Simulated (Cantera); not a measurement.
Input: 1 mol Cu, 0.84 mol F₂, 0.23 mol N₂, held at 0.340 bar.

Method: chemical equilibrium by Gibbs-energy minimisation in Cantera with the NASA 1993 tables (ideal gas, pure condensed phases). Candidate condensed phases: Cu, CuF₂; 11 gas species. Mutual solubility and eutectic melting of coexisting phases are not modelled. Kinetics and transport are ignored.

### Question
Which condensed phases are stable at each of these points (T (K)): 650, 700, 750, 800, 850, 900, 950, 1000, 1050, 1100, 1150, 1200, 1250, 1300?

### Answer
```csv
T (K),condensed phases,Cu condensed (%)
650,Cu(s) + CuF₂(s),100.0
700,Cu(s) + CuF₂(s),100.0
750,Cu(s) + CuF₂(s),100.0
800,Cu(s) + CuF₂(s),100.0
850,Cu(s) + CuF₂(s),100.0
900,Cu(s) + CuF₂(s),100.0
950,Cu(s) + CuF₂(s),100.0
1000,Cu(s) + CuF₂(s),100.0
1050,Cu(s) + CuF₂(s),100.0
1100,Cu(s) + CuF₂(s),100.0
1150,Cu(s) + CuF₂(l),99.9
1200,Cu(s) + CuF₂(l),99.8
1250,Cu(s) + CuF₂(l),99.6
1300,Cu(s) + CuF₂(l),99.2
```

From 650 K to 1100 K the condensed part is Cu(s) + CuF₂(s). From 1150 K to 1300 K the condensed part is Cu(s) + CuF₂(l).
